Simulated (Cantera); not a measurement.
A freely propagating, adiabatic, planar premixed flame of H₂ : O₂ : N₂ = 1 : 0.417 : 1.57 (molar parts), unburnt at 450 K and 13300 Pa; mixture-averaged transport, grid criteria slope 0.08 and curve 0.16, no radiation.

Detailed kinetics in Cantera: the H2/O2 subset of GRI-Mech 3.0, which has no nitrogen chemistry. Burning velocities carry a grid error of a few per cent, more on coarse grids.

How do the results move with these cheaper or finer settings: unity-Lewis-number transport; multicomponent transport; multicomponent+Soret transport; grid criteria slope 0.5, curve 1; grid criteria slope 0.25, curve 0.5; grid criteria slope 0.03, curve 0.06?


```
setting                               laminar burning velocity  thermal thickness  peak x(HO₂)  peak x(H₂O₂)  grid points
------------------------------------  ------------------------  -----------------  -----------  ------------  -----------
as above                                              401 cm/s            5.88 mm      8.93e-5       7.49e-6          138
unity-Lewis-number transport                          247 cm/s            4.42 mm      7.34e-5       3.08e-6          128
multicomponent transport                              392 cm/s            5.86 mm      8.94e-5       7.56e-6          138
multicomponent+Soret transport                        374 cm/s            5.76 mm      8.96e-5       7.71e-6          138
grid criteria slope 0.5, curve 1                      474 cm/s            8.17 mm      7.88e-5       5.06e-6           43
grid criteria slope 0.25, curve 0.5                   426 cm/s            6.46 mm      8.69e-5       6.62e-6           73
grid criteria slope 0.03, curve 0.06                  396 cm/s            5.73 mm      8.99e-5       7.69e-6          319
```
Unity Lewis numbers drop preferential diffusion, which matters most where H2 and H carry the flame; Soret adds thermal diffusion.
